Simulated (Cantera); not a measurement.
Feed: 1 mol Fe(CO)5, 1.1 mol H2, 0.11 mol N2, equilibrated at 530 Pa.

Equilibrium computed with Cantera from the NASA thermochemical tables; the gas is ideal and each condensed phase is pure. Candidate condensed phases: C, C6H6, C7H8, C8H18, Fe, Fe(CO)5, FeO, Fe(OH)2, Fe(OH)3, Fe2O3, Fe3O4, H2O; 140 gas species. Condensed phases not in the tables: cementite and carbon dissolved in iron. The numbers say what is thermodynamically allowed, not how fast it happens.

log p: log10 of the partial pressure in bar; n: condensed amount in mol.

| T (K) | log p CO | log p H2 | log p N2 | log p CO2 | n C(graphite) | n Fe(α) | n Fe(γ) |
|---|---|---|---|---|---|---|---|
| 923 | -2.38 | -3.03 | -4.02 | -4.25 | 0.0713 | 1.00 | 0 |
| 1023 | -2.37 | -3.03 | -4.03 | ? | ? | 1.00 | 0 |
| 1123 | -2.37 | -3.03 | -4.03 | -5.96 | 0.00156 | 1.00 | 0 |
| 1223 | -2.37 | -3.03 | -4.03 | ? | 0 | 0 | 1.00 |
| 1323 | -2.37 | -3.03 | -4.03 | -7.14 | 0 | 0 | 1.000 |
| 1423 | -2.37 | -3.03 | -4.03 | -7.26 | 0 | 0 | 1.000 |
| 1523 | -2.37 | -3.03 | -4.03 | -7.31 | 0 | 0 | 1.000 |
| 1623 | -2.37 | -3.03 | -4.03 | -7.36 | 0 | 0 | 0.998 |

Question: Fill in the missing entries.

Answer: 
- 1223, log p CO2: -6.60
- 1023, log p CO2: -5.19
- 1023, n C(graphite): 0.00879
